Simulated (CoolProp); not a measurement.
Decamethyltetrasiloxane (MD2M) at several states: Z from the reference equation and from simpler models built on Tc = 599.4 K, pc = 1144 kPa, ω = 0.635; each cubic takes its own stable root.

Computed with CoolProp (reference Helmholtz-energy equation of state, Thol 2017).

| T (K) | p (kPa) | phase | reference | van der Waals | Redlich-Kwong | Soave-Redlich-Kwong |
|---|---|---|---|---|---|---|
| 299.1 | 30.5 | liquid | (withheld) | 0.9600 | 0.005484 | (withheld) |
| 282.6 | 5450 | liquid | 0.8276 | (withheld) | 0.9984 | 0.9602 |
| 575.2 | 159 | gas | 0.9460 | 0.9525 | 0.9447 | (withheld) |
| 551.7 | 481 | gas | 0.7725 | 0.8194 | (withheld) | 0.7577 |
| 386.1 | 1880 | liquid | 0.2380 | 0.4105 | 0.2850 | (withheld) |

Problem. What belongs in the gaps?

Solution. 
- 299.1, reference: 0.004495
- 299.1, Soave-Redlich-Kwong: 0.005185
- 282.6, van der Waals: 1.452
- 575.2, Soave-Redlich-Kwong: 0.9420
- 551.7, Redlich-Kwong: 0.7849
- 386.1, Soave-Redlich-Kwong: 0.2657

At some of these states van der Waals gives the other phase, because its saturation line lies elsewhere.
